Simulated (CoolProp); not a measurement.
Fluoroethane (R161) at several states: fugacity coefficient from the reference equation and from simpler models built on Tc = 102.1 °C, pc = 5.010 MPa, ω = 0.216; each cubic takes its own stable root.

Computed with CoolProp (reference Helmholtz-energy equation of state, Wu 2012).

```json
[
 {"T (°C)": "63.35", "p (MPa)": "0.0921", "phase": "gas", "reference": "0.9907", "van der Waals": "0.9929", "Redlich-Kwong": "0.9915", "Soave-Redlich-Kwong": "0.9912", "Peng-Robinson": "0.9904"},
 {"T (°C)": "90.05", "p (MPa)": "0.131", "phase": "gas", "reference": "0.9897", "van der Waals": "0.9916", "Redlich-Kwong": "0.9902", "Soave-Redlich-Kwong": "0.9901", "Peng-Robinson": "0.9891"},
 {"T (°C)": "58.55", "p (MPa)": "5", "phase": "liquid", "reference": "0.3538", "van der Waals": "0.5004", "Redlich-Kwong": "0.4066", "Soave-Redlich-Kwong": "0.3710", "Peng-Robinson": "0.3576"},
 {"T (°C)": "66.95", "p (MPa)": "0.834", "phase": "gas", "reference": "0.9193", "van der Waals": "0.9377", "Redlich-Kwong": "0.9257", "Soave-Redlich-Kwong": "0.9232", "Peng-Robinson": "0.9167"}
]
```
